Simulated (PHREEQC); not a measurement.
Consider water at 75 °C with 0.0032 mol/kgw NH4HF2. It is in equilibrium with CO2 at log p = -2 (atm). Otherwise closed; pH follows from the charge balance.

Equilibrium calculation in PHREEQC: ion-association model, phreeqc.dat.

This is a speciation only: nothing precipitates in the calculation.

**Question.** Predict the pH, ionic strength, specific conductance.

**Answer.** pH 3.64; ionic strength 0.00345 mol/kgw; specific conductance 1150 µS/cm.

**Question.** In which forms is F present?

**Answer.** F- 53 %, HF 46 %, HF2- 1.3 % of the F.

Constants without temperature data keep their 25 °C values here.
